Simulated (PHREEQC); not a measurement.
0.05 mol of Fluorite (CaF2) is brought to equilibrium with 1 kg of water holding 0.003 mol NaCl, at 25 °C, the pH being set by adding NaOH or HCl. O2 is buffered at 0.21 atm. No CO2 enters from the air. The run lets Fluorite precipitate or redissolve, and no other solid.

All values are PHREEQC results (ion-association model, phreeqc.dat), not measurements.

```csv
pH,dissolved Ca (mol/kgw),dissolved F (mol/kgw),HF (mol/kgw),CaOH+ (mol/kgw)
3,0.000384,0.000769,0.000445,5.10e-14
4,0.000230,0.000460,5.64e-5,3.14e-13
5,0.000212,0.000425,5.86e-6,2.91e-12
5.5,0.000211,0.000422,1.86e-6,9.14e-12
6.5,0.000210,0.000421,1.86e-7,9.12e-11
7.5,0.000210,0.000421,1.86e-8,9.12e-10
8.5,0.000210,0.000421,1.86e-9,9.12e-9
9.5,0.000210,0.000421,1.86e-10,9.11e-8
10.5,0.000212,0.000423,1.87e-11,9.07e-7
11,0.000215,0.000430,5.96e-12,2.84e-6
12,0.000245,0.000490,6.41e-13,2.56e-5
13,0.000398,0.000797,8.14e-14,0.000173
```

Complexes and solids missing from the database can't appear.
